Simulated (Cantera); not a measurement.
Input (Python, Cantera):

```python
import numpy as np
import cantera as ct

gas = ct.Solution("gri30.yaml")
gas.TPX = 1173, 750000, {'CO': 1, 'H2': 1.4, 'CH4': 0.092, 'O2': 2.71, 'N2': 7.6}
reactor = ct.IdealGasReactor(gas, energy="on", clone=False)
net = ct.ReactorNet([reactor])
net.rtol, net.atol = 1e-08, 1e-16
show = ['CO', 'H2', 'CH4', 'CH2', 'O']
times = np.geomspace(1e-06, 2, 13)

steps = ct.SolutionArray(gas, extra=["t"])
rows = []
print(f"{'t/s':>10s}{'T/K':>9s}{'P/Pa':>11s}" + "".join(f"{s:>11s}" for s in show))
for t in times:
    while net.time < t:
        t_next = net.step()
        steps.append(gas.state, t=t_next)
    rows.append([np.interp(t, steps.t, y) for y in (steps.T, steps.P, *steps(*show).X.T)])
    print(f"{t:10.3e}{rows[-1][0]:9.1f}{rows[-1][1]:11.4g}" + "".join(f"{x:11.3e}" for x in rows[-1][2:]))
rate = np.gradient(steps.T, steps.t)
print("integrator steps:", len(steps.t))
if steps.T.max() > steps.T[0] + 200:
    print(f"time of steepest temperature rise: {steps.t[rate.argmax()]:.4e} s")
gas.TPX = 1173, 750000, {'CO': 1, 'H2': 1.4, 'CH4': 0.092, 'O2': 2.71, 'N2': 7.6}
gas.equilibrate("UV")
print(f"equilibrium (UV): T = {gas.T:.1f} K  " + "  ".join(f"{s} {gas[s].X[0]:.3e}" for s in show))
```

It prints:

```
       t/s      T/K       P/Pa         CO         H2        CH4        CH2          O
 1.000e-06   1173.0    7.5e+05  7.811e-02  1.094e-01  7.186e-03  1.988e-17  2.923e-09
 3.350e-06   1173.0    7.5e+05  7.811e-02  1.094e-01  7.186e-03  4.086e-16  7.513e-09
 1.122e-05   1173.0    7.5e+05  7.811e-02  1.094e-01  7.186e-03  1.627e-14  3.480e-08
 3.761e-05   1176.6  7.521e+05  7.807e-02  1.090e-01  7.157e-03  3.217e-10  5.660e-06
 1.260e-04   2803.9  1.646e+06  9.607e-03  2.056e-03  1.572e-16  9.665e-16  4.538e-03
 4.221e-04   2784.9  1.633e+06  9.179e-03  1.976e-03  1.383e-16  7.698e-16  4.119e-03
 1.414e-03   2775.1  1.627e+06  8.963e-03  1.935e-03  1.291e-16  6.809e-16  3.915e-03
 4.738e-03   2774.8  1.627e+06  8.956e-03  1.934e-03  1.289e-16  6.784e-16  3.909e-03
 1.587e-02   2774.8  1.627e+06  8.956e-03  1.934e-03  1.289e-16  6.784e-16  3.909e-03
 5.318e-02   2774.8  1.627e+06  8.956e-03  1.934e-03  1.289e-16  6.784e-16  3.909e-03
 1.782e-01   2774.8  1.627e+06  8.956e-03  1.934e-03  1.289e-16  6.784e-16  3.909e-03
 5.970e-01   2774.8  1.627e+06  8.956e-03  1.934e-03  1.289e-16  6.784e-16  3.909e-03
 2.000e+00   2774.8  1.627e+06  8.956e-03  1.934e-03  1.289e-16  6.784e-16  3.909e-03
integrator steps: 1543
time of steepest temperature rise: 5.0617e-05 s
equilibrium (UV): T = 2774.8 K  CO 8.956e-03  H2 1.934e-03  CH4 1.805e-16  CH2 9.502e-16  O 3.909e-03
```

Model: GRI-Mech 3.0 (53 species, 325 reactions), integrated in Cantera.
